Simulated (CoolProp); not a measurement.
Vapour-liquid equilibrium of R143a (1) + R236FA (2) at 0.0089 MPa; x and y are mole fractions of (1).

Model: multi-fluid Helmholtz-energy mixture model, Lemmon and Jacobsen 2000 and Pan 2012; pair parameters Bell 2016, in CoolProp.

Give the bubble temperature and the first vapour's composition at x = 0.5, 0.8, 0.95. Is there an azeotrope?

x = 0.5: 194.7 K, y = 0.956; x = 0.8: 188.2 K, y = 0.991; x = 0.95: 185.9 K, y = 0.998. No azeotrope shows between x = 0.05 and 0.95.

Pair parameters are fitted to limited data, so mixtures are less certain than the pure fluids.
